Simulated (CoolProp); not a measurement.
The numbers come from the reference Helmholtz-energy equation of state, de Reuck 1990 in CoolProp.

For fluorine, give the phase and the Joule-Thomson coefficient (K/MPa), isothermal compressibility (1/MPa), expansivity (1/kK) at -110.65 °C and 7380 kPa; -99.25 °C and 7380 kPa.


- -110.65 °C and 7380 kPa: supercritical; Joule-Thomson coefficient 4.70, isothermal compressibility 0.261, expansivity 31.9
- -99.25 °C and 7380 kPa: supercritical; Joule-Thomson coefficient 4.49, isothermal compressibility 0.198, expansivity 17.1
